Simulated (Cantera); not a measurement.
Input (Python, Cantera):

```python
import numpy as np
import cantera as ct

gas = ct.Solution("gri30.yaml")
gas.TPX = 1275, 2666, {'H2': 0.067, 'O2': 1, 'N2': 0.25}
reactor = ct.IdealGasConstPressureReactor(gas, energy="off", clone=False)
net = ct.ReactorNet([reactor])
net.rtol, net.atol = 1e-08, 1e-18
show = ['H2', 'O2', 'N2O', 'H', 'NO']
times = np.geomspace(5e-06, 200, 12)

steps = ct.SolutionArray(gas, extra=["t"])
rows = []
print(f"{'t/s':>10s}{'T/K':>9s}{'P/Pa':>11s}" + "".join(f"{s:>11s}" for s in show))
for t in times:
    while net.time < t:
        t_next = net.step()
        steps.append(gas.state, t=t_next)
    rows.append([np.interp(t, steps.t, y) for y in (steps.T, steps.P, *steps(*show).X.T)])
    print(f"{t:10.3e}{rows[-1][0]:9.1f}{rows[-1][1]:11.4g}" + "".join(f"{x:11.3e}" for x in rows[-1][2:]))
rate = np.gradient(steps.T, steps.t)
print("integrator steps:", len(steps.t))
if steps.T.max() > steps.T[0] + 200:
    print(f"time of steepest temperature rise: {steps.t[rate.argmax()]:.4e} s")
gas.TPX = 1275, 2666, {'H2': 0.067, 'O2': 1, 'N2': 0.25}
gas.equilibrate("TP")
print(f"equilibrium (TP): T = {gas.T:.1f} K  " + "  ".join(f"{s} {gas[s].X[0]:.3e}" for s in show))
```

It prints:

```
       t/s      T/K       P/Pa         H2         O2        N2O          H         NO
 5.000e-06   1275.0       2666  5.087e-02  7.593e-01  2.571e-17  1.202e-09  1.835e-22
 2.455e-05   1275.0       2666  5.087e-02  7.593e-01  1.401e-16  4.581e-09  2.281e-20
 1.205e-04   1275.0       2666  5.087e-02  7.593e-01  1.165e-15  3.472e-08  2.450e-18
 5.919e-04   1275.0       2666  5.055e-02  7.591e-01  8.875e-13  8.011e-05  5.720e-14
 2.906e-03   1275.0       2666  9.496e-04  7.232e-01  3.749e-09  6.950e-03  9.337e-08
 1.427e-02   1275.0       2666  4.802e-04  7.387e-01  6.753e-09  2.327e-03  3.029e-07
 7.007e-02   1275.0       2666  6.343e-05  7.509e-01  1.031e-08  1.070e-04  3.635e-07
 3.441e-01   1275.0       2666  3.928e-06  7.528e-01  1.286e-08  1.665e-06  3.670e-07
 1.689e+00   1275.0       2666  3.384e-07  7.530e-01  1.317e-08  4.288e-08  3.679e-07
 8.295e+00   1275.0       2666  4.829e-08  7.530e-01  1.059e-08  2.341e-09  3.680e-07
 4.073e+01   1275.0       2666  2.071e-08  7.530e-01  3.833e-09  6.616e-10  3.676e-07
 2.000e+02   1275.0       2666  2.047e-08  7.530e-01  1.714e-09  6.503e-10  3.680e-07
integrator steps: 2094
equilibrium (TP): T = 1275.0 K  H2 2.047e-08  O2 7.529e-01  N2O 1.728e-09  H 6.503e-10  NO 3.172e-04
```

Cantera simulation using GRI-Mech 3.0 (53 species, 325 reactions); the numbers are that mechanism's predictions, not measurements. Radical loss at walls, strong at low pressure, is not modelled. The temperature is held fixed by assumption; the heat of reaction is taken as removed at once.
